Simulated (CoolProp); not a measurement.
Hydrogen chloride along the isotherm 239.65 °C: density (kg/m³) from the reference equation and from simpler models built on Tc = 51.5 °C, pc = 8.314 MPa, ω = 0.130; each cubic takes its own stable root.

The numbers come from the reference Helmholtz-energy equation of state, Thol 2018 in CoolProp.

```json
[
 {"p (MPa)": "0.52", "phase": "gas", "reference": "4.471"},
 {"p (MPa)": "1.04", "phase": "gas", "reference": "8.990"},
 {"p (MPa)": "1.56", "phase": "gas", "reference": "13.56"},
 {"p (MPa)": "2.08", "phase": "gas", "reference": "18.17"},
 {"p (MPa)": "2.6", "phase": "gas", "reference": "22.84"},
 {"p (MPa)": "3.12", "phase": "gas", "reference": "27.55"},
 {"p (MPa)": "3.64", "phase": "gas", "reference": "32.31"},
 {"p (MPa)": "4.16", "phase": "gas", "reference": "37.11"}
]
```

How far does each simpler model (van der Waals, Redlich-Kwong, Soave-Redlich-Kwong, Peng-Robinson) lie from the reference over these 8 states: mean and median of the absolute difference, and the worst?


- van der Waals: mean 0.2 %, median 0.2 %, worst +0.4 % at 239.65 °C and 4.16 MPa
- Redlich-Kwong: mean 0.1 %, median 0.1 %, worst -0.2 % at 239.65 °C and 4.16 MPa
- Soave-Redlich-Kwong: mean 0.7 %, median 0.7 %, worst -1.2 % at 239.65 °C and 4.16 MPa
- Peng-Robinson: mean 0.1 %, median 0.1 %, worst -0.2 % at 239.65 °C and 4.16 MPa
